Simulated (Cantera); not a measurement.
A closed system holds: 1 mol MgCl₂, 1.2 mol HCl, 230 mol H₂, held at 948 K.

Cantera equilibrium calculation (NASA polynomials, part measured and part estimated; ideal gas, pure solids and liquids). Candidate condensed phases: Mg, MgCl₂; 10 gas species. Rates play no part.

Problem. Which condensed phases are stable at each of these points (P (Pa)): 0.100, 0.560, 3.20, 18, 100, 560, 3200, 18000, 100000?

Solution. 
| P (Pa) | condensed phases | Mg condensed (%) |
|---|---|---|
| 0.100 | gas only | 0.0 |
| 0.560 | gas only | 0.0 |
| 3.20 | gas only | 0.0 |
| 18 | gas only | 0.0 |
| 100 | gas only | 0.0 |
| 560 | gas only | 0.0 |
| 3200 | MgCl₂(s) | 69.0 |
| 18000 | MgCl₂(s) | 94.5 |
| 100000 | MgCl₂(s) | 99.0 |

From 0.100 Pa to 5.60 mbar nothing is condensed. From 32.0 mbar to 1.00 bar the condensed part is MgCl₂(s).
